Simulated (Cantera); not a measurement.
**Equilibrium for hydrogen reduction and annealing atmospheres: Cu2O + H2 + N2**

Feed: 1 mol Cu2O, a varied amount of H2, 1.2 mol N2, equilibrated at 1773 K and 13.3 mbar.

Cantera equilibrium calculation (NASA polynomials, part measured and part estimated; ideal gas, pure solids and liquids). Candidate condensed phases: Cu, CuO, Cu(OH)2, Cu2O, H2O; 27 gas species. Rates play no part.

| n(H2) (mol) | x H2 | x N2 | x H2O | x Cu | x H | x OH | x Cu2 | x NO | n Cu(l) |
|---|---|---|---|---|---|---|---|---|---|
| 1.2 | 0.0806 | 0.485 | 0.404 | 0.0296 | 0.000699 | 0.000217 | 5.04e-5 | 1.17e-5 | 1.93 |
| 2.1 | 0.323 | 0.353 | 0.294 | 0.0296 | 0.00140 | 7.90e-5 | 5.04e-5 | 1.82e-6 | 1.90 |
| 3.8 | 0.542 | 0.233 | 0.194 | 0.0296 | 0.00181 | 4.02e-5 | 5.04e-5 | 5.80e-7 | 1.85 |
| 6.8 | 0.702 | 0.145 | 0.121 | 0.0296 | 0.00206 | 2.21e-5 | 5.04e-5 | 2.21e-7 | 1.76 |
| 12 | 0.807 | 0.0881 | 0.0734 | 0.0296 | 0.00221 | 1.25e-5 | 5.04e-5 | 9.09e-8 | 1.60 |
| 22 | 0.876 | 0.0501 | 0.0418 | 0.0296 | 0.00231 | 6.81e-6 | 5.04e-5 | 3.59e-8 | 1.29 |
| 40 | 0.916 | 0.0282 | 0.0235 | 0.0296 | 0.00236 | 3.75e-6 | 5.04e-5 | 1.45e-8 | 0.738 |
| 72 | 0.942 | 0.0159 | 0.0133 | 0.0265 | 0.00239 | 2.09e-6 | 4.04e-5 | 5.99e-9 | 0 |
| 130 | 0.966 | 0.00900 | 0.00750 | 0.0150 | 0.00242 | 1.16e-6 | 1.29e-5 | 2.48e-9 | 0 |
| 230 | 0.980 | 0.00514 | 0.00428 | 0.00856 | 0.00244 | 6.61e-7 | 4.22e-6 | 1.05e-9 | 0 |
| 420 | 0.988 | 0.00283 | 0.00236 | 0.00472 | 0.00245 | 3.63e-7 | 1.28e-6 | 4.28e-10 | 0 |
x: gas mole fraction; n: condensed amount in mol.

From 1.2 mol H2 to 40 mol H2 the condensed part is Cu(l). From 72 mol H2 to 420 mol H2 nothing is condensed. The main Cu-bearing gas is Cu throughout.
